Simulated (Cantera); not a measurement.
An adiabatic, constant-pressure homogeneous reactor starts with H₂ : O₂ : N₂ = 1 : 0.385 : 1.45 (molar parts), at 1150 K and 760 Torr. Integrator tolerance rtol = 1e-08.

Model: the H2/O2 subset of GRI-Mech 3.0, which has no nitrogen chemistry, integrated in Cantera.

Question: What does this change do: constant volume in place of constant pressure?

Answer: 
```
quantity                                                            before                                    after
---------------------------------  ---------------------------------------  ---------------------------------------
time of steepest temperature rise                                  63.2 µs                                  61.4 µs
temperature at 0.100 s                                              2762 K                                   2963 K
equilibrium temperature                                             2762 K                                   2963 K
x(H₂) at 0.100 s                     0.0974 (gas-phase equilibrium 0.0974)      0.102 (gas-phase equilibrium 0.102)
x(O₂) at 0.100 s                   0.00293 (gas-phase equilibrium 0.00293)  0.00456 (gas-phase equilibrium 0.00456)
x(HO₂) at 0.100 s                  1.81e-6 (gas-phase equilibrium 1.81e-6)  4.50e-6 (gas-phase equilibrium 4.50e-6)
x(OH) at 0.100 s                     0.0175 (gas-phase equilibrium 0.0175)    0.0247 (gas-phase equilibrium 0.0247)
x(H₂O) at 0.100 s                      0.280 (gas-phase equilibrium 0.280)      0.265 (gas-phase equilibrium 0.265)
```

Question: What does this change do: O2 0.385 to 0.54 parts?

Answer: 
| quantity | before | after |
|---|---|---|
| time of steepest temperature rise | 63.2 µs | 50.9 µs |
| temperature at 0.100 s | 2762 K | 2838 K |
| equilibrium temperature | 2762 K | 2838 K |
| x(H₂) at 0.100 s | 0.0974 (gas-phase equilibrium 0.0974) | 0.0458 (gas-phase equilibrium 0.0458) |
| x(O₂) at 0.100 s | 0.00293 (gas-phase equilibrium 0.00293) | 0.0282 (gas-phase equilibrium 0.0282) |
| x(HO₂) at 0.100 s | 1.81e-6 (gas-phase equilibrium 1.81e-6) | 1.20e-5 (gas-phase equilibrium 1.20e-5) |
| x(OH) at 0.100 s | 0.0175 (gas-phase equilibrium 0.0175) | 0.0387 (gas-phase equilibrium 0.0387) |
| x(H₂O) at 0.100 s | 0.280 (gas-phase equilibrium 0.280) | 0.305 (gas-phase equilibrium 0.305) |
